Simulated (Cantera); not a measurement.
Cantera run:

```python
import numpy as np
import cantera as ct

gas_names = """
    CL CL2 H HCL H2 Si SiCL SiCL2 SiCL3 SiCL4 SiH SiHCL3 SiH2 SiH2CL2 SiH3 SiH3CL SiH4 Si2 Si3
""".split()
cond_names = """
    Si(cr) Si(L)
""".split()


# ... load() reads the species with a 1 bar reference pressure and builds the phases ...
atoms = {
    'SiH4': {'Si': 1, 'H': 4},
    'HCl': {'H': 1, 'CL': 1},
    'H2': {'H': 2},
}
top_T = {}  # K; cautious upper limits of use, not melting points


# ... equilibrate(T, P, feed) seeds the gas with the atoms and calls Mixture.equilibrate('TP', solver="vcs", rtol=1e-11, max_steps=5000) ...
results = []
feed = {'SiH4': 1, 'HCl': 3.2, 'H2': 12}  # mol
T = 900  # K
P = 17000  # Pa
mix = equilibrate(T, P, feed)
results.append((T, P, feed, dict(zip(mix.species_names, mix.species_moles))))
x = sorted(zip(gas.X, gas.species_names), reverse=True)
print(f"T = {T:g} K  P = {P:g} Pa  gas = {mix.phase_moles(0):.4g} mol")
print("   x: " + "  ".join(f"{s} {v:.3e}" for v, s in x if v > 1e-06))
print("   condensed (mol): " + ("  ".join(f"{mix.phase(i).name} {mix.phase_moles(i):.4g}"
      for i in range(1, mix.n_phases) if mix.phase_moles(i) > 1e-12) or "none"))
```

Output:

```
T = 900 K  P = 17000 Pa  gas = 16.35 mol
   x: H2 9.423e-01  SiCL4 3.436e-02  SiHCL3 1.689e-02  HCL 5.445e-03  SiH2CL2 7.875e-04  SiCL3 1.755e-04  SiCL2 4.274e-05  SiH3CL 8.956e-06
   condensed (mol): Si(cr) 0.1456
```

Cantera equilibrium calculation (NASA polynomials, part measured and part estimated; ideal gas, pure solids and liquids). The tables' values for SiCl3 are old estimates; treat these amounts as uncertain.
